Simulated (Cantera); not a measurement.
Gas mixture: 25.0 % H₂, 14.2 % CH₃OH, 44.8 % C₂H₂, 16.0 % C₃H₈, at 1.00 bar, frozen composition.

Cantera's kinetic-theory transport with the Lennard-Jones parameters of GRI-Mech 3.0, ideal gas; thermal conductivity in the mixture-averaged form. Polar gases are described roughly by these parameters. The composition is frozen, though it would react at the higher temperatures.

D: mixture-averaged diffusion coefficient of that species in the mixture.

```json
[
 {"T (K)": "400", "ρ (kg/m³)": "0.715", "cp (J/kg/K)": "2196", "μ (µPa s)": "13.1", "λ (mW/m/K)": "62.0", "Pr": "0.463", "D (cm²/s) CH₃": "0.344", "D (cm²/s) C₂H₂": "0.284", "D (cm²/s) NO": "0.316"},
 {"T (K)": "550", "ρ (kg/m³)": "0.520", "cp (J/kg/K)": "2565", "μ (µPa s)": "17.2", "λ (mW/m/K)": "86.7", "Pr": "0.510", "D (cm²/s) CH₃": "0.611", "D (cm²/s) C₂H₂": "0.513", "D (cm²/s) NO": "0.554"},
 {"T (K)": "700", "ρ (kg/m³)": "0.409", "cp (J/kg/K)": "2861", "μ (µPa s)": "20.9", "λ (mW/m/K)": "111", "Pr": "0.540", "D (cm²/s) CH₃": "0.932", "D (cm²/s) C₂H₂": "0.791", "D (cm²/s) NO": "0.841"},
 {"T (K)": "850", "ρ (kg/m³)": "0.336", "cp (J/kg/K)": "3102", "μ (µPa s)": "24.3", "λ (mW/m/K)": "135", "Pr": "0.560", "D (cm²/s) CH₃": "1.30", "D (cm²/s) C₂H₂": "1.11", "D (cm²/s) NO": "1.17"},
 {"T (K)": "1000", "ρ (kg/m³)": "0.286", "cp (J/kg/K)": "3308", "μ (µPa s)": "27.4", "λ (mW/m/K)": "158", "Pr": "0.574", "D (cm²/s) CH₃": "1.72", "D (cm²/s) C₂H₂": "1.48", "D (cm²/s) NO": "1.54"},
 {"T (K)": "1150", "ρ (kg/m³)": "0.249", "cp (J/kg/K)": "3473", "μ (µPa s)": "30.3", "λ (mW/m/K)": "181", "Pr": "0.582", "D (cm²/s) CH₃": "2.18", "D (cm²/s) C₂H₂": "1.88", "D (cm²/s) NO": "1.95"},
 {"T (K)": "1300", "ρ (kg/m³)": "0.220", "cp (J/kg/K)": "3617", "μ (µPa s)": "33.0", "λ (mW/m/K)": "___", "Pr": "0.588", "D (cm²/s) CH₃": "___", "D (cm²/s) C₂H₂": "___", "D (cm²/s) NO": "___"},
 {"T (K)": "1450", "ρ (kg/m³)": "0.197", "cp (J/kg/K)": "3741", "μ (µPa s)": "35.6", "λ (mW/m/K)": "___", "Pr": "0.592", "D (cm²/s) CH₃": "___", "D (cm²/s) C₂H₂": "___", "D (cm²/s) NO": "___"},
 {"T (K)": "1600", "ρ (kg/m³)": "0.179", "cp (J/kg/K)": "3847", "μ (µPa s)": "38.1", "λ (mW/m/K)": "246", "Pr": "0.595", "D (cm²/s) CH₃": "3.80", "D (cm²/s) C₂H₂": "3.29", "D (cm²/s) NO": "3.39"}
]
```

**Question.** Complete the blanks.

**Answer.** 
- 1300, λ (mW/m/K): 203
- 1300, D (cm²/s) CH₃: 2.68
- 1300, D (cm²/s) C₂H₂: 2.32
- 1300, D (cm²/s) NO: 2.40
- 1450, λ (mW/m/K): 225
- 1450, D (cm²/s) CH₃: 3.22
- 1450, D (cm²/s) C₂H₂: 2.79
- 1450, D (cm²/s) NO: 2.88
